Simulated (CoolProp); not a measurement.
Octamethyltrisiloxane (MDM) along the isotherm 87.05 °C: Z from the reference equation and from simpler models built on Tc = 292.2 °C, pc = 1438 kPa, ω = 0.528; each cubic takes its own stable root.

Values from CoolProp's reference Helmholtz-energy equation of state, Thol 2017.

```tsv
p (kPa)	phase	reference	van der Waals	Redlich-Kwong	Peng-Robinson
22.7	liquid	0.002387	0.9865	0.9810	0.002329
38.4	liquid	0.004039	0.9770	0.9675	0.003939
64.7	liquid	0.006804	0.9606	0.008031	0.006636
109	liquid	0.01146	0.9316	0.01352	0.01118
184	liquid	0.01934	0.03346	0.02281	0.01886
311	liquid	0.03268	0.05639	0.03850	0.03186
525	liquid	0.05513	0.09477	0.06484	0.05374
886	liquid	0.09294	0.1588	0.1090	0.09055
1500	liquid	0.1570	0.2659	0.1834	0.1529
2520	liquid	0.2631	0.4400	0.3054	0.2559
4260	liquid	0.4425	0.7283	0.5092	0.4298
7190	liquid	0.7411	1.198	0.8431	0.7185
```

At some of these states van der Waals, Redlich-Kwong gives the other phase, because its saturation line lies elsewhere.
